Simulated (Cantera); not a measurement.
Cantera run:

```python
import numpy as np
import cantera as ct

gas_names = """
    H2 O2 HBO2
""".split()
cond_names = """
    B(b) B(L)
""".split()


# ... load() reads the species with a 1 bar reference pressure and builds the phases ...
species = {s.name: s for s in load("nasa_gas.yaml", gas_names) + load("nasa_condensed.yaml", cond_names)}
# Each term lists the table entries of one substance; the one whose range holds T is used.
reactions = {
    'H2(g) + 2 O2(g) + 2 B = 2 HBO2(g)':
        [(-1, ['H2']), (-2, ['O2']), (-2, ['B(b)', 'B(L)']), (2, ['HBO2'])],
}


def pick(names, T):
    return next(species[n] for n in names if species[n].thermo.min_temp <= T <= species[n].thermo.max_temp)


results = []
for label, terms in reactions.items():
    print(label)
    print("     T/K   dH/kJ  dS/(J/K)   dG/kJ   log10 K")
    for T in [523, 573, 623, 673, 723, 773, 823, 873, 923]:
        used = [(nu, pick(names, T)) for nu, names in terms]
        dH = sum(nu * s.thermo.h(T) for nu, s in used) / 1e6
        dS = sum(nu * s.thermo.s(T) for nu, s in used) / 1e3
        dG = dH - T * dS / 1e3
        logK = -dG * 1e6 / (ct.gas_constant * T * np.log(10))
        results.append((label, T, dH, dS, dG, logK, [s.name for _, s in used]))
        print(f"{T:8g} {dH:8.1f} {dS:8.1f} {dG:8.1f} {logK:8.2f}")
```

It prints:

```
H2(g) + 2 O2(g) + 2 B = 2 HBO2(g)
     T/K   dH/kJ  dS/(J/K)   dG/kJ   log10 K
     523  -1127.0    -87.5  -1081.2   107.99
     573  -1128.2    -89.6  -1076.8    98.16
     623  -1129.3    -91.6  -1072.3    89.90
     673  -1130.4    -93.3  -1067.7    82.86
     723  -1131.5    -94.8  -1063.0    76.79
     773  -1132.5    -96.2  -1058.2    71.50
     823  -1133.5    -97.4  -1053.3    66.85
     873  -1134.4    -98.5  -1048.4    62.73
     923  -1135.3    -99.5  -1043.5    59.05
```

Standard-state values (1 bar) from the NASA 1993 polynomials, evaluated with Cantera. Condensed species are held in their standard states even where they would react or evaporate.
